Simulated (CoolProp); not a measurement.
Properties of trans-2-butene along the isobar 120 kPa.

Model: reference Helmholtz-energy equation of state, Lemmon 2005, in CoolProp. It is a short technical equation, of lower accuracy than the large ones.

| T (K) | phase | cv (kJ/(kg K)) | speed of sound (m/s) |
|---|---|---|---|
| 334 | gas | 1.560 | 228.3 |
| 343.5 | gas | 1.593 | 231.7 |
| 352.9 | gas | 1.627 | 235.0 |
| 362.4 | gas | 1.661 | 238.3 |
| 371.8 | gas | 1.695 | 241.4 |
| 381.3 | gas | 1.729 | 244.6 |
| 390.7 | gas | 1.763 | 247.6 |
| 400.2 | gas | 1.797 | 250.6 |
| 409.6 | gas | 1.830 | 253.6 |
| 419.1 | gas | 1.864 | 256.5 |
| 428.5 | gas | 1.897 | 259.4 |
| 438 | gas | 1.931 | 262.2 |
| 447.4 | gas | 1.963 | 265.0 |
| 456.9 | gas | 1.996 | 267.8 |
